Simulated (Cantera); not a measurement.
Input: 1 mol SiO₂, 1.2 mol MgO, 0.36 mol O₂, held at 1850 K and 75.0 Torr.

Equilibrium computed with Cantera from the NASA thermochemical tables; the gas is ideal and each condensed phase is pure. Candidate condensed phases: Mg, MgO, MgSiO₃, Mg₂SiO₄, Si, SiO₂; 11 gas species. Mutual solubility and eutectic melting of coexisting phases are not modelled. The tables hold silica as quartz up to 1696 K and as liquid above; real silica turns to tridymite and cristobalite and melts near 1996 K. Condensed phases not in the tables: alloys, solid solutions and most ternary compounds. Equilibrium is a limit: real reactors are often held back by kinetics, nucleation or transport.

Task: What is the equilibrium state?

Result: 
- x(O₂) = 0.999
- x(O) = 0.000610
- n(Mg₂SiO₄(s)) = 0.600 mol
- n(SiO₂(condensed)) = 0.400 mol
- gas amount = 0.3601 mol
- log10 activity of Mg(l) (absent) = -11.51
- log10 activity of Si(l) (absent) = -15.37
